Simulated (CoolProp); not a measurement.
Vapour-liquid equilibrium of isohexane (1) + n-heptane (2) at 77.05 °C; x and y are mole fractions of (1).

Computed with CoolProp (multi-fluid Helmholtz-energy mixture model, Lemmon 2006 and Span 2003; pair parameters Bell 2016).

```
x      bubble pressure, mixture model (MPa)  bubble pressure, Raoult's law (MPa)  y, mixture model  y, Raoult's law
-----  ------------------------------------  -----------------------------------  ----------------  ---------------
0.05                                0.05746                              0.05754                 …            0.146
0.125                               0.06600                              0.06627             0.307            0.317
0.2                                       …                              0.07500                 …            0.448
0.275                                     …                              0.08374                 …            0.552
0.35                                0.09146                              0.09247                 …            0.636
0.425                                0.1000                               0.1012             0.692            0.706
0.5                                  0.1086                               0.1099             0.752            0.765
0.575                                0.1173                               0.1187             0.803            0.815
0.65                                 0.1261                               0.1274             0.849            0.858
0.725                                0.1350                               0.1361             0.888            0.896
0.8                                       …                               0.1449             0.924            0.929
0.875                                0.1529                               0.1536             0.955            0.958
0.95                                      …                               0.1623             0.983            0.984
```

### Question
Fill in the missing entries.

### Answer

- 0.05, y, mixture model: 0.141
- 0.2, bubble pressure, mixture model (MPa): 0.07449
- 0.2, y, mixture model: 0.435
- 0.275, bubble pressure, mixture model (MPa): 0.08296
- 0.275, y, mixture model: 0.537
- 0.35, y, mixture model: 0.621
- 0.8, bubble pressure, mixture model (MPa): 0.1439
- 0.95, bubble pressure, mixture model (MPa): 0.1620

The largest gap from Raoult's law is -1.2 % in bubble pressure, at x = 0.5. No azeotrope shows between x = 0.05 and 0.95.

The pair parameters rest on a limited set of measurements; away from them the model extrapolates.
